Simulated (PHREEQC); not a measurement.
## Leach liquor: an equilibrium model

Solution (25 °C): 28 mmol/kgw H2SO4, 85 mmol/kgw Li2SO4 and 15 mmol/kgw NiSO4. It is in equilibrium with CO2 at log p = 0 (atm). Otherwise closed; pH follows from the charge balance.

All values are PHREEQC results (ion-association model, wateq4f.dat), not measurements.

This is a speciation only: nothing precipitates in the calculation.

Problem. Predict the pH.

Solution. pH 1.83.

Problem. In which forms is Ni present?

Solution. Ni+2 50 %, NiSO4 50 % of the Ni.
